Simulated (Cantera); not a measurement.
Adiabatic ignition

An adiabatic, constant-volume homogeneous reactor starts with CH₃OH : O₂ : N₂ : CO₂ = 1 : 3.19 : 12 : 2.9 (molar parts), equivalence ratio 0.47, at 1675 K and 1.00 bar.

Cantera simulation using GRI-Mech 3.0 (53 species, 325 reactions); the numbers are that mechanism's predictions, not measurements. GRI-Mech 3.0 was tuned for natural gas; its chemistry of methanol as a main component is partial and can be far from experiment.

```csv
t (s),T (K),P (bar),x CH₃OH,x O₂,x CO₂,x OH,x H₂,x CO
2.00e-6,1675,1.00,0.0523,0.167,0.152,3.66e-6,3.57e-5,1.31e-5
4.55e-6,1675,1.00,0.0521,0.167,0.152,4.30e-6,9.85e-5,3.10e-5
1.04e-5,1675,1.00,0.0515,0.166,0.152,8.01e-6,0.000305,7.96e-5
2.36e-5,1680,1.01,0.0486,0.165,0.152,2.82e-5,0.00137,0.000370
5.37e-5,1765,1.08,0.0277,0.151,0.149,0.000149,0.0109,0.00906
0.000122,2217,1.40,<1e-12,0.0966,0.157,0.0127,0.00351,0.0360
0.000278,2402,1.50,<1e-12,0.0922,0.173,0.0109,0.00197,0.0227
0.000632,2475,1.54,<1e-12,0.0900,0.180,0.00968,0.00141,0.0165
0.00144,2479,1.54,<1e-12,0.0896,0.180,0.00956,0.00137,0.0161
0.00328,2477,1.54,<1e-12,0.0889,0.180,0.00948,0.00136,0.0160
0.00746,2473,1.53,<1e-12,0.0876,0.181,0.00934,0.00135,0.0158
0.0170,2467,1.53,<1e-12,0.0858,0.181,0.00914,0.00133,0.0155
0.0386,2463,1.53,<1e-12,0.0844,0.181,0.00899,0.00132,0.0153
0.0879,2462,1.53,<1e-12,0.0841,0.181,0.00896,0.00131,0.0153
0.200,2462,1.53,<1e-12,0.0840,0.181,0.00896,0.00131,0.0153
```
x: mole fraction; the columns are a selection and need not sum to one.

The time of steepest temperature rise is 71.9 µs. The temperature at 0.200 s comes out as 2462 K and the equilibrium temperature comes out as 2462 K. The x(CH₃OH) at 0.200 s is <1e-12 (gas-phase equilibrium <1e-12). The x(O₂) at 0.200 s is 0.0840 (gas-phase equilibrium 0.0840) and the x(CO₂) at 0.200 s comes out as 0.181 (gas-phase equilibrium 0.181).
